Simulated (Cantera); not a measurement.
Charge: 1 mol Si, a varied amount of Cl2, 1.5 mol H2, equilibrated at 600 K and 0.100 bar.

These are equilibrium values from Cantera (NASA tables, ideal gas, pure condensed phases), not measurements of a reactor. Candidate condensed phases: Si; 19 gas species. Kinetics and transport are ignored.

### Question
Which condensed phases are stable at each of these points (n(Cl2) (mol)): 0.5, 0.58, 0.67, 0.78, 0.91, 1.1, 1.2, 1.4, 1.6, 1.9, 2.2?

### Answer
```
n(Cl2) (mol)  condensed phases  Si condensed (%)
------------  ----------------  ----------------
0.5                      Si(s)              73.2
0.58                     Si(s)              69.0
0.67                     Si(s)              64.3
0.78                     Si(s)              58.5
0.91                     Si(s)              51.7
1.1                      Si(s)              41.8
1.2                      Si(s)              36.6
1.4                      Si(s)              26.3
1.6                      Si(s)              15.9
1.9                      Si(s)               0.4
2.2                   gas only               0.0
```

From 0.5 mol Cl2 to 1.9 mol Cl2 the condensed part is Si(s). At 2.2 mol Cl2 nothing is condensed.
